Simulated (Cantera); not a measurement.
A closed system holds: 1 mol CaF2, 25 mol H2, 10 mol N2, held at 1298 K.

These are equilibrium values from Cantera (NASA tables, ideal gas, pure condensed phases), not measurements of a reactor. Candidate condensed phases: Ca, CaF2; 25 gas species. The numbers say what is thermodynamically allowed, not how fast it happens.

**Question.** What share of the Ca ends up in condensed phases as a function of P (Pa), at 0.100, 1.60, 25, 400, 6300, 100000?

**Answer.** 
```
P (Pa)  Ca condensed (%)       as
------  ----------------  -------
0.100               43.4  CaF2(s)
1.60                95.9  CaF2(s)
25                  99.6  CaF2(s)
400                100.0  CaF2(s)
6300               100.0  CaF2(s)
100000             100.0  CaF2(s)
```
